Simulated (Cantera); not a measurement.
Input (Python, Cantera):

```python
import numpy as np
import cantera as ct

gas = ct.Solution("SiF4_NH3_mec.yaml", "gas")
gas.TPX = 1925, 40000, {'NH3': 1, 'H2': 1.1}
reactor = ct.IdealGasConstPressureReactor(gas, energy="off", clone=False)
net = ct.ReactorNet([reactor])
net.rtol, net.atol = 1e-08, 1e-18
show = ['NH3', 'H2', 'N2H2', 'N2', 'NH2', 'H', 'N']
times = np.geomspace(2e-06, 90, 13)

steps = ct.SolutionArray(gas, extra=["t"])
rows = []
print(f"{'t/s':>10s}{'T/K':>9s}{'P/Pa':>11s}" + "".join(f"{s:>11s}" for s in show))
for t in times:
    while net.time < t:
        t_next = net.step()
        steps.append(gas.state, t=t_next)
    rows.append([np.interp(t, steps.t, y) for y in (steps.T, steps.P, *steps(*show).X.T)])
    print(f"{t:10.3e}{rows[-1][0]:9.1f}{rows[-1][1]:11.4g}" + "".join(f"{x:11.3e}" for x in rows[-1][2:]))
rate = np.gradient(steps.T, steps.t)
print("integrator steps:", len(steps.t))
if steps.T.max() > steps.T[0] + 200:
    print(f"time of steepest temperature rise: {steps.t[rate.argmax()]:.4e} s")
gas.TPX = 1925, 40000, {'NH3': 1, 'H2': 1.1}
gas.equilibrate("TP")
print(f"equilibrium (TP): T = {gas.T:.1f} K  " + "  ".join(f"{s} {gas[s].X[0]:.3e}" for s in show))
```

Result:

```
       t/s      T/K       P/Pa        NH3         H2       N2H2         N2        NH2          H          N
 2.000e-06   1925.0      4e+04  4.762e-01  5.238e-01  4.029e-12  3.391e-15  2.427e-06  1.047e-06  6.594e-15
 8.686e-06   1925.0      4e+04  4.762e-01  5.238e-01  2.233e-10  4.754e-12  1.078e-05  4.297e-06  2.051e-12
 3.772e-05   1925.0      4e+04  4.761e-01  5.238e-01  7.020e-09  4.709e-09  4.697e-05  1.837e-05  2.528e-10
 1.638e-04   1925.0      4e+04  4.759e-01  5.238e-01  1.850e-07  2.717e-06  1.987e-04  7.745e-05  2.016e-08
 7.114e-04   1925.0      4e+04  4.747e-01  5.243e-01  1.751e-06  2.604e-04  5.035e-04  1.970e-04  3.080e-07
 3.089e-03   1925.0      4e+04  4.687e-01  5.283e-01  1.891e-06  2.285e-03  5.187e-04  2.071e-04  3.446e-07
 1.342e-02   1925.0      4e+04  4.438e-01  5.447e-01  1.754e-06  1.074e-02  5.004e-04  2.175e-04  3.485e-07
 5.826e-02   1925.0      4e+04  3.540e-01  6.041e-01  1.295e-06  4.117e-02  4.313e-04  2.606e-04  3.617e-07
 2.530e-01   1925.0      4e+04  1.533e-01  7.368e-01  4.502e-07  1.092e-01  2.468e-04  4.197e-04  3.840e-07
 1.099e+00   1925.0      4e+04  1.195e-02  8.299e-01  1.855e-08  1.571e-01  4.080e-05  1.002e-03  2.997e-07
 4.772e+00   1925.0      4e+04  5.656e-04  8.371e-01  9.582e-11  1.610e-01  2.650e-06  1.387e-03  3.694e-08
 2.072e+01   1925.0      4e+04  9.924e-05  8.374e-01  3.072e-12  1.611e-01  4.667e-07  1.392e-03  6.557e-09
 9.000e+01   1925.0      4e+04  2.175e-05  8.374e-01  2.392e-13  1.612e-01  1.023e-07  1.392e-03  1.437e-09
integrator steps: 1671
equilibrium (TP): T = 1925.0 K  NH3 2.803e-06  H2 8.374e-01  N2H2 9.858e-14  N2 1.612e-01  NH2 1.318e-08  H 1.392e-03  N 1.853e-10
```

Detailed kinetics in Cantera: the gas-phase N/H chemistry of the illustrative SiF4/NH3 mechanism in the Surface Chemkin manual (1991). Walls and surfaces, which speed up NH3 decomposition in real reactors, are not modelled.
